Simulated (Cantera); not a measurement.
A closed system holds: 1 mol Si, 0.69 mol HCl, 7.8 mol H₂, at 1398 K and 0.133 bar.

These are equilibrium values from Cantera (NASA tables, ideal gas, pure condensed phases), not measurements of a reactor. Candidate condensed phases: Si; 19 gas species. The tables' values for SiCl₃ are old estimates; treat these amounts as uncertain. Kinetics and transport are ignored.

Question: What is the equilibrium state?

Answer: 
```json
{
  "x(H₂)": "0.933",
  "x(HCl)": "0.0553",
  "x(SiCl₂)": "0.00967",
  "x(SiCl₃)": "0.00102",
  "x(SiHCl₃)": "0.000545",
  "x(SiCl₄)": "0.000460",
  "x(SiH₂Cl₂)": "9.69e-5",
  "x(H)": "1.25e-5",
  "x(SiH₃Cl)": "4.96e-6",
  "n(Si(s))": "0.900 mol",
  "gas_amount": "8.476 mol"
}
```
